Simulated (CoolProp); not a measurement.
Vapour-liquid equilibrium of R143a (1) + R1234yf (2) at 0.00214 MPa; x and y are mole fractions of (1).

Computed with CoolProp (multi-fluid Helmholtz-energy mixture model, Lemmon and Jacobsen 2000 and Lemmon 2022; pair parameters Bell 2016).

**Question.** Give the bubble temperature and the first vapour's composition at x = 0.2, 0.35, 0.5. Is there an azeotrope?

**Answer.** x = 0.2: -96.3 °C, y = 0.482; x = 0.35: -98.7 °C, y = 0.659; x = 0.5: -100.5 °C, y = 0.776. No azeotrope shows between x = 0.05 and 0.95.

The pair parameters rest on a limited set of measurements; away from them the model extrapolates.
